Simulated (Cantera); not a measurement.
A Cantera script and what it prints.

```python
import numpy as np
import cantera as ct

gas_names = [...]  # 113 gases of nasa_gas.yaml made of C, H, O, Pb
cond_names = """
    C(gr) C6H6(L) C7H8(L) C8H18(L),n-octa H2O(s) H2O(L) Pb(cr) Pb(L) PbO(rd) PbO(yw) PbO(L) PbO2(s)
    Pb3O4(s)
""".split()


# ... load() reads the species with a 1 bar reference pressure and builds the phases ...
atoms = {
    'PbO': {'Pb': 1, 'O': 1},
    'CO': {'C': 1, 'O': 1},
    'H2': {'H': 2},
}
top_T = {'C(gr)': 4500, 'Pb3O4(s)': 820}  # K; cautious upper limits of use, not melting points


# ... equilibrate(T, P, feed) seeds the gas with the atoms and calls Mixture.equilibrate('TP', solver="vcs", rtol=1e-11, max_steps=5000) ...
results = []
P = 100000  # Pa
for T in [900, 950, 1000, 1050, 1100, 1150, 1200, 1250, 1300, 1350, 1400, 1450, 1500]:
    for m in [0.24, 0.34, 0.49, 0.7, 1, 1.4, 2.1, 2.9, 4.2, 6.1, 8.7]:
        feed = {'PbO': 1, 'CO': m, 'H2': 1.8}  # mol
        mix = equilibrate(T, P, feed)
        results.append((T, P, feed, dict(zip(mix.species_names, mix.species_moles))))

for T, P, feed, n in results:
    print(f"{T:7g} {feed['CO']:10.4g}  " + (" + ".join(c for c in cond_names if n.get(c, 0) > 1e-12) or "gas only"))
```

Result:

```
    900       0.24  Pb(L)
    900       0.34  Pb(L)
    900       0.49  Pb(L)
    900        0.7  Pb(L)
    900          1  Pb(L)
    900        1.4  C(gr) + Pb(L)
    900        2.1  C(gr) + Pb(L)
    900        2.9  C(gr) + Pb(L)
    900        4.2  C(gr) + Pb(L)
    900        6.1  C(gr) + Pb(L)
    900        8.7  C(gr) + Pb(L)
    950       0.24  Pb(L)
    950       0.34  Pb(L)
    950       0.49  Pb(L)
    950        0.7  Pb(L)
    950          1  Pb(L)
    950        1.4  Pb(L)
    950        2.1  C(gr) + Pb(L)
    950        2.9  C(gr) + Pb(L)
    950        4.2  C(gr) + Pb(L)
    950        6.1  C(gr) + Pb(L)
    950        8.7  C(gr) + Pb(L)
   1000       0.24  Pb(L)
   1000       0.34  Pb(L)
   1000       0.49  Pb(L)
   1000        0.7  Pb(L)
   1000          1  Pb(L)
   1000        1.4  Pb(L)
   1000        2.1  Pb(L)
   1000        2.9  Pb(L)
   1000        4.2  C(gr) + Pb(L)
   1000        6.1  C(gr) + Pb(L)
   1000        8.7  C(gr) + Pb(L)
   1050       0.24  Pb(L)
   1050       0.34  Pb(L)
   1050       0.49  Pb(L)
   1050        0.7  Pb(L)
   1050          1  Pb(L)
   1050        1.4  Pb(L)
   1050        2.1  Pb(L)
   1050        2.9  Pb(L)
   1050        4.2  Pb(L)
   1050        6.1  Pb(L)
   1050        8.7  C(gr) + Pb(L)
   1100       0.24  Pb(L)
   1100       0.34  Pb(L)
   1100       0.49  Pb(L)
   1100        0.7  Pb(L)
   1100          1  Pb(L)
   1100        1.4  Pb(L)
   1100        2.1  Pb(L)
   1100        2.9  Pb(L)
   1100        4.2  Pb(L)
   1100        6.1  Pb(L)
   1100        8.7  Pb(L)
   1150       0.24  Pb(L)
   1150       0.34  Pb(L)
   1150       0.49  Pb(L)
   1150        0.7  Pb(L)
   1150          1  Pb(L)
   1150        1.4  Pb(L)
   1150        2.1  Pb(L)
   1150        2.9  Pb(L)
   1150        4.2  Pb(L)
   1150        6.1  Pb(L)
   1150        8.7  Pb(L)
   1200       0.24  Pb(L)
   1200       0.34  Pb(L)
   1200       0.49  Pb(L)
   1200        0.7  Pb(L)
   1200          1  Pb(L)
   1200        1.4  Pb(L)
   1200        2.1  Pb(L)
   1200        2.9  Pb(L)
   1200        4.2  Pb(L)
   1200        6.1  Pb(L)
   1200        8.7  Pb(L)
   1250       0.24  Pb(L)
   1250       0.34  Pb(L)
   1250       0.49  Pb(L)
   1250        0.7  Pb(L)
   1250          1  Pb(L)
   1250        1.4  Pb(L)
   1250        2.1  Pb(L)
   1250        2.9  Pb(L)
   1250        4.2  Pb(L)
   1250        6.1  Pb(L)
   1250        8.7  Pb(L)
   1300       0.24  Pb(L)
   1300       0.34  Pb(L)
   1300       0.49  Pb(L)
   1300        0.7  Pb(L)
   1300          1  Pb(L)
   1300        1.4  Pb(L)
   1300        2.1  Pb(L)
   1300        2.9  Pb(L)
   1300        4.2  Pb(L)
   1300        6.1  Pb(L)
   1300        8.7  Pb(L)
   1350       0.24  Pb(L)
   1350       0.34  Pb(L)
   1350       0.49  Pb(L)
   1350        0.7  Pb(L)
   1350          1  Pb(L)
   1350        1.4  Pb(L)
   1350        2.1  Pb(L)
   1350        2.9  Pb(L)
   1350        4.2  Pb(L)
   1350        6.1  Pb(L)
   1350        8.7  Pb(L)
   1400       0.24  Pb(L)
   1400       0.34  Pb(L)
   1400       0.49  Pb(L)
   1400        0.7  Pb(L)
   1400          1  Pb(L)
   1400        1.4  Pb(L)
   1400        2.1  Pb(L)
   1400        2.9  Pb(L)
   1400        4.2  Pb(L)
   1400        6.1  Pb(L)
   1400        8.7  Pb(L)
   1450       0.24  Pb(L)
   1450       0.34  Pb(L)
   1450       0.49  Pb(L)
   1450        0.7  Pb(L)
   1450          1  Pb(L)
   1450        1.4  Pb(L)
   1450        2.1  Pb(L)
   1450        2.9  Pb(L)
   1450        4.2  Pb(L)
   1450        6.1  Pb(L)
   1450        8.7  Pb(L)
   1500       0.24  Pb(L)
   1500       0.34  Pb(L)
   1500       0.49  Pb(L)
   1500        0.7  Pb(L)
   1500          1  Pb(L)
   1500        1.4  Pb(L)
   1500        2.1  Pb(L)
   1500        2.9  Pb(L)
   1500        4.2  Pb(L)
   1500        6.1  Pb(L)
   1500        8.7  Pb(L)
```

Method: chemical equilibrium by Gibbs-energy minimisation in Cantera with the NASA 1993 tables (ideal gas, pure condensed phases).
